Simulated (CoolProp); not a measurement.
Values from CoolProp's reference Helmholtz-energy equation of state, Thol 2018.

Problem. For hydrogen chloride, give the phase and the density (kg/m³), cv (kJ/(kg K)), speed of sound (m/s), Joule-Thomson coefficient (K/MPa) at -20.65 °C and 10.4 MPa; -20.65 °C and 13.4 MPa; -20.65 °C and 14.8 MPa.

Solution. 
- -20.65 °C and 10.4 MPa: liquid; density 1030, cv 0.929, speed of sound 837, Joule-Thomson coefficient -0.145
- -20.65 °C and 13.4 MPa: liquid; density 1040, cv 0.929, speed of sound 859, Joule-Thomson coefficient -0.165
- -20.65 °C and 14.8 MPa: liquid; density 1040, cv 0.929, speed of sound 868, Joule-Thomson coefficient -0.174
